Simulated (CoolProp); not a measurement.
trans-2-butene along the isotherm 234.4 K: density (kg/m³) from the reference equation and from simpler models built on Tc = 428.6 K, pc = 4.019 MPa, ω = 0.210; each cubic takes its own stable root.

Computed with CoolProp (reference Helmholtz-energy equation of state, Lemmon 2005). It is a short technical equation, of lower accuracy than the large ones.

```json
[
 {"p (MPa)": "0.127", "phase": "liquid", "reference": "669.3", "van der Waals": "3.804", "Redlich-Kwong": "597.4", "Soave-Redlich-Kwong": "608.7"},
 {"p (MPa)": "0.205", "phase": "liquid", "reference": "669.3", "van der Waals": "403.6", "Redlich-Kwong": "597.5", "Soave-Redlich-Kwong": "608.7"},
 {"p (MPa)": "0.332", "phase": "liquid", "reference": "669.4", "van der Waals": "403.9", "Redlich-Kwong": "597.7", "Soave-Redlich-Kwong": "608.9"},
 {"p (MPa)": "0.536", "phase": "liquid", "reference": "669.6", "van der Waals": "404.3", "Redlich-Kwong": "598.0", "Soave-Redlich-Kwong": "609.1"},
 {"p (MPa)": "0.866", "phase": "liquid", "reference": "669.9", "van der Waals": "404.9", "Redlich-Kwong": "598.4", "Soave-Redlich-Kwong": "609.4"},
 {"p (MPa)": "1.4", "phase": "liquid", "reference": "670.4", "van der Waals": "405.9", "Redlich-Kwong": "599.1", "Soave-Redlich-Kwong": "610.0"},
 {"p (MPa)": "2.26", "phase": "liquid", "reference": "671.1", "van der Waals": "407.5", "Redlich-Kwong": "600.2", "Soave-Redlich-Kwong": "610.9"},
 {"p (MPa)": "3.65", "phase": "liquid", "reference": "672.3", "van der Waals": "409.8", "Redlich-Kwong": "601.9", "Soave-Redlich-Kwong": "612.3"},
 {"p (MPa)": "5.9", "phase": "liquid", "reference": "674.2", "van der Waals": "413.3", "Redlich-Kwong": "604.6", "Soave-Redlich-Kwong": "614.5"},
 {"p (MPa)": "9.53", "phase": "liquid", "reference": "677.2", "van der Waals": "418.3", "Redlich-Kwong": "608.5", "Soave-Redlich-Kwong": "617.8"},
 {"p (MPa)": "15.4", "phase": "liquid", "reference": "681.7", "van der Waals": "424.9", "Redlich-Kwong": "614.3", "Soave-Redlich-Kwong": "622.7"},
 {"p (MPa)": "24.9", "phase": "liquid", "reference": "688.5", "van der Waals": "433.2", "Redlich-Kwong": "622.4", "Soave-Redlich-Kwong": "629.5"},
 {"p (MPa)": "40.2", "phase": "liquid", "reference": "698.4", "van der Waals": "443.0", "Redlich-Kwong": "632.9", "Soave-Redlich-Kwong": "638.7"}
]
```

At some of these states van der Waals gives the other phase, because its saturation line lies elsewhere.
